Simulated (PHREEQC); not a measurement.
Make-up at 65 °C: 0.026 mol/kgw ZnI2. Closed to the air; pH follows from the charge balance.

All values are PHREEQC results (ion-association model, wateq4f.dat), not measurements.

No solid was allowed to form.

Problem. Estimate the pH.

Solution. pH 4.88.

Species that the database lacks are ignored. Constants without temperature data keep their 25 °C values here.
